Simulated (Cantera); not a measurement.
Charge: 1 mol FeS2, 230 mol H2, 1.5 mol N2, at 10.0 Torr.

Cantera equilibrium calculation (NASA polynomials, part measured and part estimated; ideal gas, pure solids and liquids). Candidate condensed phases: Fe, FeS, FeS2, S; 16 gas species. Equilibrium is a limit: real reactors are often held back by kinetics, nucleation or transport.

Which condensed phases are stable at each of these points (T (K)): 1425, 1475, 1525, 1575, 1625, 1675, 1725, 1775?


| T (K) | condensed phases | Fe condensed (%) |
|---|---|---|
| 1425 | Fe(γ) | 100.0 |
| 1475 | Fe(γ) | 99.8 |
| 1525 | Fe(γ) | 99.6 |
| 1575 | Fe(γ) | 98.8 |
| 1625 | Fe(γ) | 97.0 |
| 1675 | Fe(δ) | 92.8 |
| 1725 | Fe(δ) | 83.6 |
| 1775 | Fe(δ) | 64.4 |

From 1425 K to 1625 K the condensed part is Fe(γ). From 1675 K to 1775 K the condensed part is Fe(δ).
